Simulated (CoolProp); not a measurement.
The numbers come from the reference Helmholtz-energy equation of state, Setzmann 1991 in CoolProp.

Problem. Give the vapour pressure (MPa), liquid density (kg/m³), vapour density (kg/m³), vapour viscosity (µPa s) of saturated methane at -106.95 °C.

Solution. 
| T (°C) | p (MPa) | liquid density (kg/m³) | vapour density (kg/m³) | vapour viscosity (µPa s) |
|---|---|---|---|---|
| -106.95 | 2.02 | 321 | 33.1 | 6.95 |

Viscosity comes from a separate model (Quiñones-Cisneros 2006).
